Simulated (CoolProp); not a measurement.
Vapour-liquid equilibrium of acetone (1) + n-decane (2) at 138.35 °C; x and y are mole fractions of (1).

Values from CoolProp's multi-fluid Helmholtz-energy mixture model, Lemmon 2006 and Lemmon 2006; pair parameters Bell 2016.

```
x     bubble pressure, mixture model (MPa)  bubble pressure, Raoult's law (MPa)  y, mixture model  y, Raoult's law
----  ------------------------------------  -----------------------------------  ----------------  ---------------
0.05                                0.1003                              0.08029             0.635            0.562
0.2                                 0.2904                               0.2101             0.880            0.859
0.35                                0.4449                               0.3400             0.927            0.929
0.5                                 0.5567                               0.4699             0.947            0.961
0.65                                0.6462                               0.5997             0.960            0.978
0.8                                 0.7393                               0.7296             0.974            0.990
0.95                                0.8562                               0.8595             0.992            0.998
```

The largest gap from Raoult's law is +38.2 % in bubble pressure, at x = 0.2. No azeotrope shows between x = 0.05 and 0.95.

Pair parameters are fitted to limited data, so mixtures are less certain than the pure fluids.
